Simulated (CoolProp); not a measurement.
Vapour-liquid equilibrium of R134a (1) + methanol (2) at 323.7 K; x and y are mole fractions of (1).

Computed with CoolProp (multi-fluid Helmholtz-energy mixture model, Tillner-Roth 1994 and de Reuck 1993; pair parameters Bell 2016).

```tsv
x	bubble pressure (MPa)	y at the bubble point	dew pressure at overall composition x (MPa)	liquid density (mol/L)
0.05	0.2510	0.772	0.06007	22.88
0.125	0.4545	0.874	0.06521	21.60
0.2	0.5877	0.904	0.07127	20.40
0.275	0.6787	0.918	0.07860	(withheld)
0.35	0.7459	0.926	0.08763	18.20
0.425	(withheld)	0.933	(withheld)	17.20
0.5	0.8519	0.939	0.1139	(withheld)
0.575	0.9033	0.945	(withheld)	15.34
0.65	0.9586	0.951	0.1628	14.47
0.725	1.020	0.959	0.2074	13.64
0.8	1.091	0.968	0.2856	12.84
0.875	1.171	0.978	0.4569	12.06
0.95	1.265	0.990	0.9470	11.29
```

Question: What belongs in the gaps?

Answer: 
- 0.275, liquid density (mol/L): 19.27
- 0.425, bubble pressure (MPa): 0.8011
- 0.425, dew pressure at overall composition x (MPa): 0.09904
- 0.5, liquid density (mol/L): 16.24
- 0.575, dew pressure at overall composition x (MPa): 0.1340

No azeotrope shows between x = 0.05 and 0.95.

The pair parameters rest on a limited set of measurements; away from them the model extrapolates. The gap from Raoult's law changes sign with composition, which may be real or a fault of the pair parameters; it wasn't checked against measurements. With so large a gap from Raoult's law the liquid may split in two, which this calculation doesn't test in full.
